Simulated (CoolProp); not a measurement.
Computed with CoolProp (reference Helmholtz-energy equation of state, Platzer 1990). This equation is an older, rougher fit.

Problem. For CF4 (R14), give the phase and the Joule-Thomson coefficient (K/MPa), Prandtl number at 118.05 °C and 0.111 MPa; 157.95 °C and 0.0124 MPa.

Solution. 
- 118.05 °C and 0.111 MPa: gas; Joule-Thomson coefficient 2.96, Prandtl number 0.748
- 157.95 °C and 0.0124 MPa: gas; Joule-Thomson coefficient 2.37, Prandtl number 0.746

Viscosity comes from a separate model (Huber 2003), an estimate that may be off by 10 % or more. Thermal conductivity comes from a separate model (Huber 2003), an estimate that may be off by 10 % or more.
